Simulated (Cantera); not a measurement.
Feed: 1 mol Ta(OEt)₅, 0.013 mol H₂O, 8.1 mol H₂, at 2148.15 K and 0.0140 bar.

Method: chemical equilibrium by Gibbs-energy minimisation in Cantera with the NASA 1993 tables (ideal gas, pure condensed phases). Candidate condensed phases: C, C₆H₆, C₇H₈, C₈H₁₈, H₂O, Ta, TaC, Ta₂O₅; 113 gas species. The feed counts by its element totals alone. TaC: taken at fixed stoichiometry. Condensed phases not in the tables: Ta₂C. Rates play no part.

Base state: H₂ 0.775, CO 0.193, H 0.0310, C₂H₂ (acetylene) 0.00149 (mole fractions); condensed: C(graphite) + TaC(s).

Question: What changes in the equilibrium state with this change: temperature from 2148.15 K to 2275 K?

Answer: 
```csv
species,before,after
H₂,0.775,0.746
CO,0.193,0.190
H,0.0310,0.0620
C₂H₂ (acetylene),0.00149,0.00284
"C(graphite), mol",3.91,3.84
"TaC(s), mol",1.00,1.00
```
